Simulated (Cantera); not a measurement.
Charge: 1 mol SiF4, 54 mol N2, 61 mol H2, at 1098.15 K and 0.133 bar.

Cantera equilibrium calculation (NASA polynomials, part measured and part estimated; ideal gas, pure solids and liquids). Candidate condensed phases: Si, Si3N4; 37 gas species. N2 is the only nitrogen source here; it is nearly inert below about 1500 K, so the nitride shown seldom forms there in practice. Equilibrium is a limit: real reactors are often held back by kinetics, nucleation or transport.

Base state: H2 0.525, N2 0.465, SiF4 0.00841, HF 0.000630, SiHF3 6.54e-5, NH3 1.11e-5 (mole fractions); condensed: Si3N4(s).

Question: What changes in the equilibrium state with this change: SiF4 replaced by SiH2Cl2?

Answer: 
```csv
species,before,after
H2,0.525,0.524
N2,0.465,0.458
HCl,0,0.0172
SiF4,0.00841,0
HF,0.000630,0
SiHF3,6.54e-5,0
"Si3N4(s), mol",0.00540,0.333
```
Further candidate phases: NH4Cl.
